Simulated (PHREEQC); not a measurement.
A solution holds 0.0017 mol/kgw AgNO3, at 25 °C. Closed to the air; pH follows from the charge balance.

The numbers come from PHREEQC with the ion-association model, wateq4f.dat.

```yaml
pH: 6.97
ionic_strength: 0.00170 mol/kgw
```

| species | molality | activity | log γ |
|---|---|---|---|
| Ag+ | 0.00170 | 0.00162 | -0.020 |
| NO3- | 0.00170 | 0.00162 | -0.020 |
| AgNO3 | 1.35e-6 | 1.35e-6 | 0.000 |
| H+ | 1.12e-7 | 1.08e-7 | -0.019 |
| OH- | 9.74e-8 | 9.30e-8 | -0.020 |
| AgOH | 1.51e-8 | 1.51e-8 | 0.000 |

Precipitation was switched off in this run.
